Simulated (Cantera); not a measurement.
**Low-pressure radical oxidation in H2/O2**

A perfectly stirred reactor is fed with 6.72 % H₂, 93.3 % O₂, equivalence ratio 0.036, at 260 Pa; it is held at 1250 K, and followed from long to short residence time.

Cantera simulation using the H2/O2 subset of GRI-Mech 3.0, which has no nitrogen chemistry; the numbers are that mechanism's predictions, not measurements. Radical loss at walls, strong at low pressure, is not modelled. The temperature is held fixed by assumption; the heat of reaction is taken as removed at once.

| τ (s) | x H₂ | x O₂ | x O | x H₂O₂ | x HO₂ | x OH | x H₂O |
|---|---|---|---|---|---|---|---|
| 4.1 | 0.000471 | 0.917 | 0.0118 | 2.06e-8 | 5.35e-7 | 0.00287 | 0.0661 |
| 1.9 | 0.000699 | 0.910 | 0.0176 | 2.17e-8 | 6.09e-7 | 0.00347 | 0.0646 |
| 0.87 | 0.000984 | 0.902 | 0.0245 | 2.22e-8 | 6.66e-7 | 0.00407 | 0.0626 |
| 0.40 | 0.00130 | 0.895 | 0.0313 | 2.24e-8 | 7.03e-7 | 0.00458 | 0.0604 |
| 0.19 | 0.00165 | 0.889 | 0.0361 | 2.28e-8 | 7.24e-7 | 0.00498 | 0.0585 |
| 0.086 | 0.00220 | 0.885 | 0.0388 | 2.40e-8 | 7.41e-7 | 0.00536 | 0.0568 |
| 0.040 | 0.00314 | 0.885 | 0.0390 | 2.66e-8 | 7.56e-7 | 0.00581 | 0.0549 |
| 0.018 | 0.00508 | 0.886 | 0.0370 | 3.17e-8 | 7.72e-7 | 0.00648 | 0.0521 |
| 0.0085 | 0.00863 | 0.889 | 0.0331 | 3.86e-8 | 7.79e-7 | 0.00725 | 0.0479 |
| 0.0039 | 0.0156 | 0.895 | 0.0271 | 4.61e-8 | 7.62e-7 | 0.00793 | 0.0409 |
| 0.0018 | 0.0281 | 0.905 | 0.0190 | 4.66e-8 | 6.98e-7 | 0.00765 | 0.0299 |
x: mole fraction; the columns are a selection and need not sum to one.
